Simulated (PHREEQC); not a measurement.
Consider water at 25 °C with 0.084 mol HF, 0.08 mol H2SiF6, 0.00043 mol H3AsO4 and 0.0043 mol HCl per kg of water. Closed to the air; pH follows from the charge balance.

Computed with PHREEQC (ion-association model, wateq4f.dat).

Precipitation was switched off in this run.

Question: Order these F species by the share of F that they hold, largest first: HF, SiF6-2, H2F2.

Answer: SiF6-2 (85 %), HF (11 %), H2F2 (3.8 %)

The pH is 0.89 and the ionic strength 0.245 mol/kgw. SiF6-2 is the database's only silicon fluoride.
